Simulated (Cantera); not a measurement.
Input (Python, Cantera) and output of one run.

```python
import numpy as np
import cantera as ct

gas_names = """
    Mg MgN MgO Mg2 N NO NO2 NO3 N2 N2O O O2 O3
""".split()
cond_names = """
    Mg(cr) Mg(L) MgO(s) MgO(L)
""".split()


# ... load() reads the species with a 1 bar reference pressure and builds the phases ...
atoms = {
    'MgO': {'Mg': 1, 'O': 1},
    'N2': {'N': 2},
}
top_T = {}  # K; cautious upper limits of use, not melting points


# ... equilibrate(T, P, feed) seeds the gas with the atoms and calls Mixture.equilibrate('TP', solver="vcs", rtol=1e-11, max_steps=5000) ...
results = []
feed = {'MgO': 1, 'N2': 1.2}  # mol
P = 2700  # Pa
for T in [1500, 1650, 1800, 1950, 2100, 2250, 2400, 2550]:
    mix = equilibrate(T, P, feed)
    results.append((T, P, feed, dict(zip(mix.species_names, mix.species_moles))))

top = {s: max(r[3][s] / sum(r[3][g] for g in gas_names) for r in results) for s in gas_names}
cols = sorted((s for s in top if top[s] > 0.001), key=lambda s: -top[s])[:9]
seen = [c for c in cond_names if any(r[3].get(c, 0) > 1e-12 for r in results)]
print("log10 of partial pressures in bar; condensed amounts in mol")
print(f"{'T/K':>10s}" + "".join(f"{s[:9]:>10s}" for s in cols + seen))
for T, P, feed, n in results:
    ng = sum(n[g] for g in gas_names)
    print(f"{T:10.4g}" + "".join(f"{np.log10(max(n[s] / ng * P / 1e5, 1e-99)):10.3f}" for s in cols)
          + "".join(f"{n.get(c, 0):10.4g}" for c in seen))
```

Output:

```
log10 of partial pressures in bar; condensed amounts in mol
       T/K        N2        Mg        O2         O        NO       MgO    MgO(s)
      1500    -1.569    -9.010   -11.422   -11.103    -9.017   -13.398         1
      1650    -1.569    -7.694    -9.412    -9.293    -7.722   -11.317         1
      1800    -1.569    -6.579    -7.785    -7.807    -6.667    -9.586         1
      1950    -1.569    -5.606    -6.477    -6.584    -5.810    -8.123    0.9999
      2100    -1.569    -4.743    -5.423    -5.568    -5.108    -6.872    0.9992
      2250    -1.572    -3.977    -4.554    -4.710    -4.523    -5.791    0.9952
      2400    -1.583    -3.298    -3.820    -3.972    -4.028    -4.848    0.9763
      2550    -1.629    -2.695    -3.185    -3.327    -3.617    -4.018    0.8927
```

Equilibrium computed with Cantera from the NASA thermochemical tables; the gas is ideal and each condensed phase is pure.
